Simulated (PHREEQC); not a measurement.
## Hard or scaling water: speciation

Solution (25 °C): 0.051 mol/kgw BaCl2, 0.002 mol/kgw NaF and 0.036 mol/kgw NaCl. Closed to the air; pH follows from the charge balance.

All values are PHREEQC results (ion-association model, wateq4f.dat), not measurements.

Each row changes one thing in this solution. No solid was allowed to form.

| case | pH | NaF (mol/kgw) | HF (mol/kgw) | BaOH+ (mol/kgw) | SI of BaF2 (BaF2) | SI of Halite (NaCl) |
|---|---|---|---|---|---|---|
| as made | 7.17 | 2.19e-5 | 1.35e-7 | 1.05e-8 | -1.76 | -4.14 |
| diluted 100-fold with water | 7.00 | 3.97e-9 | 2.82e-9 | 1.51e-10 | -7.06 | -7.90 |
| diluted 2-fold with water | 7.12 | 6.38e-6 | 8.48e-8 | 5.51e-9 | -2.49 | -4.68 |
| NaCl from 0.036 to 0.018 mol/kgw | 7.18 | 1.19e-5 | 1.37e-7 | 1.09e-8 | -1.73 | -4.47 |
| NaCl from 0.036 to 0.36 mol/kgw | 7.12 | 0.000152 | 1.16e-7 | 7.11e-9 | -2.07 | -2.70 |
| NaCl from 0.036 to 0.072 mol/kgw | 7.17 | 4.06e-5 | 1.33e-7 | 9.83e-9 | -1.81 | -3.76 |
